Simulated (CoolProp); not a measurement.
Vapour-liquid equilibrium of toluene (1) + n-decane (2) at 0.662 MPa; x and y are mole fractions of (1).

The numbers come from the multi-fluid Helmholtz-energy mixture model, Lemmon 2006 and Lemmon 2006; pair parameters Bell 2016 in CoolProp.

| x | bubble temperature (K) | y at the bubble point | dew temperature at overall composition x (K) | liquid density (mol/L) |
|---|---|---|---|---|
| 0.05 | 534.0 | 0.107 | 536.8 | 3.669 |
| 0.2 | 518.9 | 0.390 | 529.4 | 4.089 |
| 0.35 | 505.1 | 0.600 | 521.3 | 4.550 |
| 0.5 | 493.4 | 0.746 | 512.0 | 5.061 |
| 0.65 | 483.7 | 0.848 | 501.3 | 5.640 |
| 0.8 | 475.5 | 0.923 | 488.4 | 6.316 |
| 0.95 | 468.4 | 0.982 | 472.3 | 7.128 |

No azeotrope shows between x = 0.05 and 0.95.

The pair parameters rest on a limited set of measurements; away from them the model extrapolates.
